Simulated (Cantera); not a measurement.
A freely propagating, adiabatic, planar premixed flame of H2 : O2 : N2 = 1 : 0.18 : 0.855 (molar parts), equivalence ratio 2.8, unburnt at 425 K and 0.960 bar; mixture-averaged transport, grid criteria slope 0.08 and curve 0.16, no radiation.

Model: the H2/O2 subset of GRI-Mech 3.0, which has no nitrogen chemistry, integrated in Cantera. Burning velocities carry a grid error of a few per cent, more on coarse grids.

x: mole fraction of selected species; z is measured from the peak of heat release.

| z (mm) | T (K) | u (m/s) | x H2 | x O2 | x H2O2 | x OH | x H2O | x H |
|---|---|---|---|---|---|---|---|---|
| -1.37 | 425 | 3.53 | 0.491 | 0.0885 | <1e-8 | <1e-8 | <1e-8 | <1e-8 |
| -0.912 | 425 | 3.53 | 0.491 | 0.0885 | <1e-8 | <1e-8 | <1e-8 | <1e-8 |
| -0.684 | 425 | 3.53 | 0.491 | 0.0885 | <1e-8 | <1e-8 | 3.60e-8 | <1e-8 |
| -0.456 | 426 | 3.54 | 0.491 | 0.0885 | 2.32e-8 | <1e-8 | 2.08e-6 | <1e-8 |
| -0.228 | 470 | 3.86 | 0.484 | 0.0888 | 1.57e-5 | 4.82e-5 | 0.00156 | 7.80e-5 |
| -0.114 | 717 | 5.75 | 0.455 | 0.0816 | 2.57e-5 | 0.000382 | 0.0227 | 0.00398 |
| 0 | 1048 | 8.22 | 0.400 | 0.0590 | 2.38e-6 | 0.000558 | 0.0740 | 0.0211 |
| 0.114 | 1282 | 10.00 | 0.343 | 0.0252 | 3.82e-7 | 0.000926 | 0.140 | 0.0422 |
| 0.228 | 1397 | 10.9 | 0.318 | 0.00697 | 1.65e-7 | 0.000856 | 0.175 | 0.0501 |
| 0.456 | 1489 | 11.5 | 0.314 | ? | ? | 0.000781 | 0.188 | 0.0461 |
| 0.912 | 1571 | 12.1 | 0.320 | 2.72e-5 | 6.23e-8 | 0.000759 | 0.190 | 0.0357 |
| 1.82 | 1645 | 12.6 | 0.327 | 1.10e-5 | 3.85e-8 | 0.000655 | 0.191 | 0.0252 |
| 3.65 | 1705 | 13.0 | 0.333 | ? | ? | ? | 0.192 | ? |

### Question
What belongs in the gaps?

### Answer

- 0.456, x O2: 0.000506
- 0.456, x H2O2: 8.51e-8
- 3.65, x O2: 5.14e-6
- 3.65, x H2O2: 1.94e-8
- 3.65, x OH: 0.000495
- 3.65, x H: 0.0164
